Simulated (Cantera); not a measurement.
**Thermodynamics of silicon etching in halogen gases, feed Si + HBr + N2**

Charge: 1 mol Si, 6.1 mol HBr, 0.99 mol N2, equilibrated at 13300 Pa.

Equilibrium computed with Cantera from the NASA thermochemical tables; the gas is ideal and each condensed phase is pure. Candidate condensed phases: Br2, Si, Si3N4; 28 gas species. N2 is the only nitrogen source here; it is nearly inert below about 1500 K, so the nitride shown seldom forms there in practice. The tables' values for SiBr3 are old estimates; treat these amounts as uncertain. The numbers say what is thermodynamically allowed, not how fast it happens.

From 602 °C to 1002 °C the condensed part is Si3N4(s). The main Si-bearing gas is SiBr4 throughout.

```json
[
 {"T (°C)": "602", "log p HBr": "-1.14", "log p H2": "-1.54", "log p N2": "-1.78", "log p SiBr4": "-1.84", "log p SiBr3": "-6.72", "n Si3N4(s)": "0.108"},
 {"T (°C)": "652", "log p HBr": "-1.13", "log p H2": "-1.54", "log p N2": "-1.78", "log p SiBr4": "-1.84", "log p SiBr3": "-6.17", "n Si3N4(s)": "0.110"},
 {"T (°C)": "702", "log p HBr": "-1.13", "log p H2": "-1.55", "log p N2": "-1.78", "log p SiBr4": "-1.85", "log p SiBr3": "-5.68", "n Si3N4(s)": "0.112"},
 {"T (°C)": "752", "log p HBr": "-1.13", "log p H2": "-1.55", "log p N2": "-1.79", "log p SiBr4": "-1.85", "log p SiBr3": "-5.24", "n Si3N4(s)": "0.114"},
 {"T (°C)": "802", "log p HBr": "-1.13", "log p H2": "-1.55", "log p N2": "-1.79", "log p SiBr4": "-1.85", "log p SiBr3": "-4.85", "n Si3N4(s)": "0.115"},
 {"T (°C)": "852", "log p HBr": "-1.12", "log p H2": "-1.55", "log p N2": "-1.79", "log p SiBr4": "-1.86", "log p SiBr3": "-4.49", "n Si3N4(s)": "0.116"},
 {"T (°C)": "902", "log p HBr": "-1.12", "log p H2": "-1.56", "log p N2": "-1.79", "log p SiBr4": "-1.86", "log p SiBr3": "-4.16", "n Si3N4(s)": "0.117"},
 {"T (°C)": "952", "log p HBr": "-1.12", "log p H2": "-1.56", "log p N2": "-1.79", "log p SiBr4": "-1.87", "log p SiBr3": "-3.85", "n Si3N4(s)": "0.117"},
 {"T (°C)": "1002", "log p HBr": "-1.12", "log p H2": "-1.56", "log p N2": "-1.79", "log p SiBr4": "-1.88", "log p SiBr3": "-3.58", "n Si3N4(s)": "0.116"}
]
```
log p: log10 of the partial pressure in bar; n: condensed amount in mol.
